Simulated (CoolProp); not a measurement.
The numbers come from the reference Helmholtz-energy equation of state, Bücker 2006 in CoolProp.

### Question
For ethane, give the phase and the density (kg/m³), cv (kJ/(kg K)), speed of sound (m/s), Joule-Thomson coefficient (K/MPa) at -49.05 °C and 6.37 bar.

### Answer
- -49.05 °C and 6.37 bar: liquid; density 490, cv 1.47, speed of sound 1010, Joule-Thomson coefficient -0.231
